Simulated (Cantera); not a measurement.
Cantera run, input and output.

```python
import numpy as np
import cantera as ct

gas = ct.Solution("gri30.yaml")
gas.TPX = 1300, 101325, {'CO': 1, 'H2': 0.091, 'CH4': 0.11, 'O2': 0.696, 'N2': 2.62}
reactor = ct.IdealGasConstPressureReactor(gas, energy="on", clone=False)
net = ct.ReactorNet([reactor])
net.rtol, net.atol = 1e-08, 1e-16
show = ['CO', 'H2', 'CH4', 'CH2CO', 'C2H6']
times = np.geomspace(1e-06, 0.3, 12)

steps = ct.SolutionArray(gas, extra=["t"])
rows = []
print(f"{'t/s':>10s}{'T/K':>9s}{'P/Pa':>11s}" + "".join(f"{s:>11s}" for s in show))
for t in times:
    while net.time < t:
        t_next = net.step()
        steps.append(gas.state, t=t_next)
    rows.append([np.interp(t, steps.t, y) for y in (steps.T, steps.P, *steps(*show).X.T)])
    print(f"{t:10.3e}{rows[-1][0]:9.1f}{rows[-1][1]:11.4g}" + "".join(f"{x:11.3e}" for x in rows[-1][2:]))
rate = np.gradient(steps.T, steps.t)
print("integrator steps:", len(steps.t))
if steps.T.max() > steps.T[0] + 200:
    print(f"time of steepest temperature rise: {steps.t[rate.argmax()]:.4e} s")
gas.TPX = 1300, 101325, {'CO': 1, 'H2': 0.091, 'CH4': 0.11, 'O2': 0.696, 'N2': 2.62}
gas.equilibrate("HP")
print(f"equilibrium (HP): T = {gas.T:.1f} K  " + "  ".join(f"{s} {gas[s].X[0]:.3e}" for s in show))
```

Output:

```
       t/s      T/K       P/Pa         CO         H2        CH4      CH2CO       C2H6
 1.000e-06   1300.0  1.013e+05  2.214e-01  2.015e-02  2.435e-02  1.038e-15  7.368e-17
 3.147e-06   1300.0  1.013e+05  2.214e-01  2.015e-02  2.435e-02  2.240e-14  1.162e-14
 9.905e-06   1300.0  1.013e+05  2.214e-01  2.015e-02  2.435e-02  5.891e-13  2.532e-12
 3.117e-05   1300.0  1.013e+05  2.214e-01  2.015e-02  2.435e-02  1.946e-11  7.712e-10
 9.810e-05   1300.3  1.013e+05  2.213e-01  2.012e-02  2.425e-02  8.137e-09  2.898e-06
 3.087e-04   2182.2  1.013e+05  1.323e-01  9.179e-03  3.227e-16  1.036e-17  6.016e-30
 9.717e-04   2685.8  1.013e+05  1.030e-01  5.674e-03  2.545e-16  2.748e-17  7.150e-31
 3.058e-03   2711.6  1.013e+05  1.003e-01  5.473e-03  3.316e-16  3.035e-17  9.130e-31
 9.624e-03   2707.3  1.013e+05  1.004e-01  5.506e-03  3.431e-16  3.064e-17  9.672e-31
 3.029e-02   2707.1  1.013e+05  1.004e-01  5.507e-03  3.436e-16  3.066e-17  9.694e-31
 9.532e-02   2707.1  1.013e+05  1.004e-01  5.507e-03  3.436e-16  3.066e-17  9.694e-31
 3.000e-01   2707.1  1.013e+05  1.004e-01  5.507e-03  3.436e-16  3.066e-17  9.694e-31
integrator steps: 1686
time of steepest temperature rise: 2.2967e-04 s
equilibrium (HP): T = 2707.1 K  CO 1.004e-01  H2 5.507e-03  CH4 4.768e-16  CH2CO 3.370e-17  C2H6 1.738e-30
```

Cantera simulation using GRI-Mech 3.0 (53 species, 325 reactions); the numbers are that mechanism's predictions, not measurements.
